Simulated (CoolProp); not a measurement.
Vapour pressure (MPa) of R245ca: the reference equation beside estimates from Tc = 447.6 K, pc = 3.941 MPa, ω = 0.355.

Model: reference Helmholtz-energy equation of state, Zhou 2016, in CoolProp.

| T (K) | reference | Redlich-Kwong | Peng-Robinson |
|---|---|---|---|
| 257.9 | 0.01552 | 0.05209 | 0.01628 |
| 266.3 | 0.02429 | 0.07385 | 0.02512 |
| 274.6 | 0.03657 | 0.1016 | 0.03741 |
| 282.9 | 0.05344 | 0.1366 | 0.05421 |
| 291.3 | 0.07636 | 0.1806 | 0.07695 |
| 299.6 | 0.1061 | 0.2335 | ___ |
| 307.9 | 0.1442 | 0.2970 | 0.1441 |
| 316.2 | 0.1922 | ___ | 0.1917 |
| 324.6 | 0.2526 | 0.4615 | 0.2517 |
| 332.9 | ___ | 0.5636 | 0.3243 |
| 341.2 | 0.4138 | 0.6807 | 0.4122 |
| 349.6 | 0.5204 | 0.8156 | 0.5188 |

**Question.** Complete the blanks.

**Answer.** 
- 299.6, Peng-Robinson: 0.1064
- 316.2, Redlich-Kwong: 0.3723
- 332.9, reference: 0.3256

Absolute difference from the reference over all 12 rows, mean and median: Redlich-Kwong 125.5 and 113.0 %, Peng-Robinson 1.2 and 0.4 %.
